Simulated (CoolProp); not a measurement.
A simple Rankine cycle with R134a: condensing at 324.15 K, boiler at 3.02 MPa, turbine inlet 399.7 K, turbine efficiency 0.8, pump efficiency 0.8, no recuperator. Each further row changes one setting.

The numbers come from the reference Helmholtz-energy equation of state, Tillner-Roth 1994 in CoolProp.

| case | thermal efficiency (%) | net work (kJ/kg) | heat in (kJ/kg) | turbine exit temperature (K) | volume ratio over the turbine |
|---|---|---|---|---|---|
| as stated | 6.7 | 14.3 | 215 | 367.9 | 2.33 |
| turbine inlet 419.7 K | 6.7 | ___ | 240 | ___ | ___ |
| condensing temperature 316.15 K | 8.1 | 18.3 | 227 | 361.0 | ___ |
| boiler pressure 2.11 MPa | 3.9 | 8.91 | 226 | 383.6 | 1.58 |
| turbine efficiency 0.7 | 5.7 | 12.3 | 215 | 369.8 | 2.35 |

**Question.** What belongs in the gaps?

**Answer.** 
- turbine inlet 419.7 K, net work (kJ/kg): 16.0
- turbine inlet 419.7 K, turbine exit temperature (K): 389.6
- turbine inlet 419.7 K, volume ratio over the turbine: 2.28
- condensing temperature 316.15 K, volume ratio over the turbine: 2.87
